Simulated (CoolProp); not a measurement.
Properties of R365MFC along the isobar 9.03 MPa (Tc = 460.0 K, pc = 3.266 MPa, ω = 0.377).

Model: reference Helmholtz-energy equation of state, Lemmon 2016, in CoolProp.

```
T (K)          phase  cv (kJ/(kg K))  Joule-Thomson coefficient (K/MPa)
-----  -------------  --------------  ---------------------------------
382.2         liquid           1.167                            -0.1078
391.8         liquid           1.182                           -0.06710
401.5         liquid           1.197                           -0.01958
411.1         liquid           1.212                            0.03528
420.8         liquid           1.228                             0.1005
430.5         liquid           1.243                             0.1780
440.1         liquid           1.258                             0.2700
449.8         liquid           1.274                             0.3825
459.4         liquid           1.290                             0.5188
469.1  supercritical           1.305                             0.6891
```
